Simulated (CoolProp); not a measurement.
Values from CoolProp's reference Helmholtz-energy equation of state, Eisenbach 2021.

Task: For propylene glycol, give the phase and the cp (kJ/(kg K)), cv (kJ/(kg K)), Joule-Thomson coefficient (K/MPa) at 542.1 K and 1.01 bar; 570.5 K and 1.01 bar.

Result: 
- 542.1 K and 1.01 bar: gas; cp 2.76, cv 2.64, Joule-Thomson coefficient 8.91
- 570.5 K and 1.01 bar: gas; cp 2.85, cv 2.74, Joule-Thomson coefficient 7.47
